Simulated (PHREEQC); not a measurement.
Make-up at 25 °C: 0.014 mol SrCl2, 0.019 mol CO2 and 0.0016 mol KCl per kg of water. Closed to the air; pH follows from the charge balance.

Computed with PHREEQC (ion-association model, wateq4f.dat).

Precipitation was switched off in this run.

Predict the pH.

pH 4.01.

Species that the database lacks are ignored.
